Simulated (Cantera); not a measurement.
Gas-phase reforming

A perfectly stirred reactor is fed with CH4 : CO2 = 1 : 4 (molar parts), at 33000 Pa; it is held at 1773 K, and followed from long to short residence time.

Cantera simulation using GRI-Mech 3.0 (53 species, 325 reactions); the numbers are that mechanism's predictions, not measurements.

| τ (s) | x CH4 | x CO2 | x O | x C2H2 | x C2H |
|---|---|---|---|---|---|
| 0.86 | 0.00667 | 0.275 | 9.37e-9 | 0.00769 | 7.92e-8 |
| 0.49 | 0.00914 | 0.296 | 7.51e-9 | 0.0134 | 1.41e-7 |
| 0.27 | 0.0126 | 0.326 | 5.81e-9 | 0.0216 | 2.32e-7 |
| 0.16 | 0.0167 | 0.361 | 4.64e-9 | 0.0299 | 3.26e-7 |
| 0.088 | 0.0234 | 0.409 | 3.67e-9 | 0.0393 | 4.26e-7 |
| 0.050 | 0.0332 | 0.462 | 3.01e-9 | 0.0457 | 4.83e-7 |
| 0.028 | 0.0479 | 0.522 | 2.53e-9 | 0.0478 | 4.82e-7 |
| 0.016 | 0.0673 | 0.584 | 2.15e-9 | 0.0446 | 4.29e-7 |
| 0.0090 | 0.0911 | 0.646 | 1.81e-9 | 0.0371 | 3.46e-7 |
| 0.0051 | 0.116 | 0.698 | 1.50e-9 | 0.0275 | 2.58e-7 |
| 0.0029 | 0.139 | 0.738 | 1.21e-9 | 0.0180 | 1.76e-7 |
x: mole fraction; the columns are a selection and need not sum to one.
